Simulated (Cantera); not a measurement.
Feed: 1 mol Si3N4, 0.71 mol CO2, 1.3 mol N2, at 1248 K and 0.0133 bar.

Equilibrium computed with Cantera from the NASA thermochemical tables; the gas is ideal and each condensed phase is pure. Candidate condensed phases: C, Si, SiC, SiO2, Si2N2O, Si3N4; 34 gas species. Mutual solubility and eutectic melting of coexisting phases are not modelled. The numbers say what is thermodynamically allowed, not how fast it happens.

Base state: N2 1.000 (mole fractions); condensed: C(graphite) + Si2N2O(s) + Si3N4(s).

### Question
What changes in the equilibrium state with this change: pressure from 0.0133 bar to 0.000570 bar?

### Answer
| species | before | after |
|---|---|---|
| N2 | 1.000 | 1.000 |
| CO | 7.83e-6 | 0.000159 |
| C(graphite), mol | 0.710 | 0.549 |
| Si2N2O(s), mol | 1.42 | 1.42 |
| Si3N4(s), mol | 0.0533 | 0 |
| SiC(s), mol | 0 | 0.161 |
